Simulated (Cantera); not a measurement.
Feed: 1 mol SiCl4, 34 mol H2, equilibrated at 1323 K and 0.0330 bar.

Cantera equilibrium calculation (NASA polynomials, part measured and part estimated; ideal gas, pure solids and liquids). Candidate condensed phases: Si; 19 gas species. The tables' values for SiCl3 are old estimates; treat these amounts as uncertain. Kinetics and transport are ignored.

Base state: H2 0.912, HCl 0.0698, SiCl2 0.0146, SiCl3 0.00177, SiCl4 0.00117, SiHCl3 0.000776, SiH2Cl2 7.37e-5 (mole fractions); condensed: Si(s).

Question: What changes in the equilibrium state with this change: H2 from 34 to 980 mol?

Answer: 
```json
[
 {"species": "H2", "before": "0.912", "after": "0.996"},
 {"species": "HCl", "before": "0.0698", "after": "0.00398"},
 {"species": "SiCl2", "before": "0.0146", "after": "4.36e-5"},
 {"species": "SiCl4", "before": "0.00117", "after": "1.04e-8"},
 {"species": "SiCl3", "before": "0.00177", "after": "2.88e-7"},
 {"species": "SiHCl3", "before": "0.000776", "after": "1.32e-7"},
 {"species": "SiH2Cl2", "before": "7.37e-5", "after": "2.40e-7"},
 {"species": "Si(s), mol", "before": "0.340", "after": "0.956"}
]
```

Question: What changes in the equilibrium state with this change: temperature from 1323 K to 1073 K?

Answer: 
| species | before | after |
|---|---|---|
| H2 | 0.912 | 0.946 |
| HCl | 0.0698 | 0.0303 |
| SiCl4 | 0.00117 | 0.0146 |
| SiCl2 | 0.0146 | 0.00189 |
| SiHCl3 | 0.000776 | 0.00556 |
| SiH2Cl2 | 7.37e-5 | 0.000248 |
| SiCl3 | 0.00177 | 0.00131 |
| Si(s), mol | 0.340 | 0.169 |
